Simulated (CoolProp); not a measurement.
Decamethylcyclopentasiloxane (D5) along the isotherm 620 K: Z from the reference equation and from simpler models built on Tc = 618.3 K, pc = 1.078 MPa, ω = 0.631; each cubic takes its own stable root.

Values from CoolProp's reference Helmholtz-energy equation of state, Thol 2019.

```csv
p (MPa),phase,reference,van der Waals,Soave-Redlich-Kwong
0.207,gas,0.9288,0.9404,0.9324
0.414,gas,0.8492,0.8735,0.8576
0.622,gas,0.7564,0.7949,0.7715
0.829,gas,0.6416,0.6961,0.6662
1.04,gas,0.4588,0.5288,0.4985
1.24,supercritical,0.2021,0.3050,0.2632
1.45,supercritical,0.2182,0.3269,0.2755
1.66,supercritical,0.2392,0.3559,0.2963
1.87,supercritical,0.2615,0.3867,0.3192
2.07,supercritical,0.2831,0.4167,0.3418
2.28,supercritical,0.3060,0.4484,0.3658
2.49,supercritical,0.3288,0.4801,0.3898
2.69,supercritical,0.3505,0.5103,0.4126
```
